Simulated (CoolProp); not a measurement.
Sulfur hexafluoride at 293.15 K and 1.47 MPa flows at 0.45 m/s in a round tube of 50 mm bore and 0.25 µm roughness, fully developed (64/Re and Nu = 3.66 if laminar; Colebrook and Gnielinski if turbulent). Each further row changes one setting.

Model: reference Helmholtz-energy equation of state, Guder 2009, in CoolProp.

```csv
case,Reynolds number,Darcy friction factor,pressure drop (Pa/m),heat-transfer coefficient (W/(m² K)),mass flow (kg/h)
as stated,159000,0.0164,3.69,84.3,353
velocity 0.9 m/s,319000,0.0144,12.9,148,707
diameter 100 mm,319000,0.0143,1.61,73.7,1410
```

Viscosity comes from a separate model (Quiñones-Cisneros 2012). Thermal conductivity comes from a separate model (Assael 2012).
